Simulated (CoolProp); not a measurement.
Saturated liquid density (kg/m³) of isopentane: the reference equation beside estimates from Tc = 460.3 K, pc = 3.378 MPa, ω = 0.227. Rackett uses Z = 0.29056 − 0.08775 ω.

Computed with CoolProp (reference Helmholtz-energy equation of state, Lemmon 2006). It is a short technical equation, of lower accuracy than the large ones.

```json
[
 {"T (K)": "308.2", "reference": "604.6", "Rackett": "610.1", "Soave-Redlich-Kwong": "561.3"},
 {"T (K)": "313.5", "reference": "599.0", "Rackett": "604.2", "Soave-Redlich-Kwong": "555.5"},
 {"T (K)": "318.9", "reference": "593.2", "Rackett": "598.2", "Soave-Redlich-Kwong": "549.5"},
 {"T (K)": "324.3", "reference": "587.4", "Rackett": "592.1", "Soave-Redlich-Kwong": "543.2"},
 {"T (K)": "329.6", "reference": "581.5", "Rackett": "585.9", "Soave-Redlich-Kwong": "536.9"},
 {"T (K)": "335", "reference": "575.4", "Rackett": "579.6", "Soave-Redlich-Kwong": "530.2"},
 {"T (K)": "340.3", "reference": "569.3", "Rackett": "573.2", "Soave-Redlich-Kwong": "523.5"},
 {"T (K)": "345.7", "reference": "562.9", "Rackett": "566.6", "Soave-Redlich-Kwong": "516.4"},
 {"T (K)": "351.1", "reference": "556.4", "Rackett": "559.8", "Soave-Redlich-Kwong": "509.1"}
]
```

Absolute difference from the reference over all 9 rows, mean and median: Rackett 0.8 and 0.8 %, Soave-Redlich-Kwong 7.7 and 7.7 %.
